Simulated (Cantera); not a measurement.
**Silicon oxide and oxynitride deposition: SiH₄ + CO₂ + N₂ + NO**

Charge: 1 mol SiH₄, 1 mol CO₂, 1.4 mol N₂, 1.1 mol NO, at 320 Pa.

Cantera equilibrium calculation (NASA polynomials, part measured and part estimated; ideal gas, pure solids and liquids). Candidate condensed phases: C, C₆H₆, C₇H₈, C₈H₁₈, H₂O, Si, SiC, SiO₂, Si₂N₂O, Si₃N₄; 151 gas species. The tables hold silica as quartz up to 1696 K and as liquid above; real silica turns to tridymite and cristobalite and melts near 1996 K. Equilibrium is a limit: real reactors are often held back by kinetics, nucleation or transport.

At 550 °C the condensed part is SiO₂(α-quartz). From 600 °C to 1150 °C the condensed part is SiO₂(β-quartz).

| T (°C) | x H₂ | x N₂ | x CO | x H₂O | x CO₂ | x CH₄ | x H | n SiO₂(α-quartz) | n SiO₂(β-quartz) |
|---|---|---|---|---|---|---|---|---|---|
| 550 | 0.396 | 0.394 | 0.189 | 0.00749 | 0.0129 | 0.000199 | 8.16e-11 | 1.00 | 0 |
| 600 | 0.395 | 0.394 | 0.191 | 0.00884 | 0.0114 | 2.60e-5 | 5.20e-10 | 0 | 1.00 |
| 650 | 0.394 | 0.394 | 0.192 | 0.0101 | 0.0101 | 4.26e-6 | 2.71e-9 | 0 | 1.00 |
| 700 | 0.393 | 0.394 | 0.193 | 0.0113 | 0.00893 | 8.50e-7 | 1.20e-8 | 0 | 1.00 |
| 750 | 0.392 | 0.394 | 0.194 | 0.0123 | 0.00794 | 2.00e-7 | 4.58e-8 | 0 | 1.00 |
| 800 | 0.391 | 0.394 | 0.195 | 0.0131 | 0.00708 | 5.43e-8 | 1.55e-7 | 0 | 1.00 |
| 850 | 0.390 | 0.394 | 0.196 | 0.0138 | 0.00635 | 1.66e-8 | 4.70e-7 | 0 | 1.00 |
| 900 | 0.390 | 0.394 | 0.196 | 0.0145 | 0.00573 | 5.67e-9 | 1.30e-6 | 0 | 1.00 |
| 950 | 0.389 | 0.394 | 0.197 | 0.0150 | 0.00520 | 2.12e-9 | 3.32e-6 | 0 | 1.00 |
| 1000 | 0.389 | 0.394 | 0.197 | 0.0155 | 0.00474 | 8.57e-10 | 7.86e-6 | 0 | 1.00 |
| 1050 | 0.388 | 0.394 | 0.198 | 0.0159 | 0.00435 | 3.72e-10 | 1.75e-5 | 0 | 1.00 |
| 1100 | 0.388 | 0.394 | 0.198 | 0.0162 | 0.00401 | 1.72e-10 | 3.67e-5 | 0 | 1.000 |
| 1150 | 0.388 | 0.394 | 0.198 | 0.0165 | 0.00372 | 8.43e-11 | 7.31e-5 | 0 | 1.000 |
x: gas mole fraction; n: condensed amount in mol.
